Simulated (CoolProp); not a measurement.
The fluid at 256.14 K and 6.92 MPa (liquid) is heated at constant pressure to 299.1 K. The same conditions are run with several fluids, on thermodynamics alone (safety and materials aside).

Model: reference Helmholtz-energy equation of state of each fluid (hydrogen chloride: Thol 2018; n-perfluorohexane: Gao 2022; R11: Jacobsen 1992; R134a: Tillner-Roth 1994; CH3F (R41): Lemmon 2006), in CoolProp.

```json
[
 {"fluid": "hydrogen chloride", "heat (kJ/kg)": "___", "final density (kg/m³)": "___"},
 {"fluid": "n-perfluorohexane", "heat (kJ/kg)": "___", "final density (kg/m³)": "1700"},
 {"fluid": "R11", "heat (kJ/kg)": "36.7", "final density (kg/m³)": "1490"},
 {"fluid": "R134a", "heat (kJ/kg)": "___", "final density (kg/m³)": "___"},
 {"fluid": "CH3F (R41)", "heat (kJ/kg)": "___", "final density (kg/m³)": "___"}
]
```

Q: Some entries are withheld; supply them.

A: 
- hydrogen chloride, heat (kJ/kg): 86.0
- hydrogen chloride, final density (kg/m³): 828
- n-perfluorohexane, heat (kJ/kg): 43.3
- R134a, heat (kJ/kg): 56.8
- R134a, final density (kg/m³): 1240
- CH3F (R41), heat (kJ/kg): 108
- CH3F (R41), final density (kg/m³): 608
